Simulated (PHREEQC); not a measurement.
A solution holds 0.023 mol HF per kg of water, at 25 °C. Closed to the air; pH follows from the charge balance.

All values are PHREEQC results (ion-association model, wateq4f.dat), not measurements.

Each row changes one thing in this solution. This is a speciation only: nothing precipitates in the calculation.

```json
[
 {"case": "as made", "pH": "2.45", "ionic strength (mol/kgw)": "0.00376", "HF (mol/kgw)": "0.0174", "F- (mol/kgw)": "0.00352", "H2F2 (mol/kgw)": "0.000792", "HF2- (mol/kgw)": "0.000236"},
 {"case": "HF replaced by NaHF2 at the same molality", "pH": "3.17", "ionic strength (mol/kgw)": "___", "HF (mol/kgw)": "0.0188", "F- (mol/kgw)": "0.0220", "H2F2 (mol/kgw)": "0.000926", "HF2- (mol/kgw)": "0.00159"},
 {"case": "temperature from 25 to 20 °C", "pH": "___", "ionic strength (mol/kgw)": "0.00388", "HF (mol/kgw)": "0.0171", "F- (mol/kgw)": "0.00365", "H2F2 (mol/kgw)": "0.000909", "HF2- (mol/kgw)": "0.000230"},
 {"case": "HF from 0.023 to 0.0207 mol/kgw", "pH": "2.48", "ionic strength (mol/kgw)": "0.00354", "HF (mol/kgw)": "0.0157", "F- (mol/kgw)": "0.00334", "H2F2 (mol/kgw)": "0.000641", "HF2- (mol/kgw)": "0.000201"},
 {"case": "temperature from 25 to 35 °C", "pH": "2.48", "ionic strength (mol/kgw)": "0.00350", "HF (mol/kgw)": "0.0181", "F- (mol/kgw)": "0.00326", "H2F2 (mol/kgw)": "0.000590", "HF2- (mol/kgw)": "0.000241"},
 {"case": "diluted 10-fold with water", "pH": "3.03", "ionic strength (mol/kgw)": "___", "HF (mol/kgw)": "0.00131", "F- (mol/kgw)": "0.000967", "H2F2 (mol/kgw)": "___", "HF2- (mol/kgw)": "4.88e-6"}
]
```

### Question
Complete the blanks.

### Answer

- HF replaced by NaHF2 at the same molality, ionic strength (mol/kgw): 0.0236
- temperature from 25 to 20 °C, pH: 2.44
- diluted 10-fold with water, ionic strength (mol/kgw): 0.000972
- diluted 10-fold with water, H2F2 (mol/kgw): 4.50e-6

Species that the database lacks are ignored.
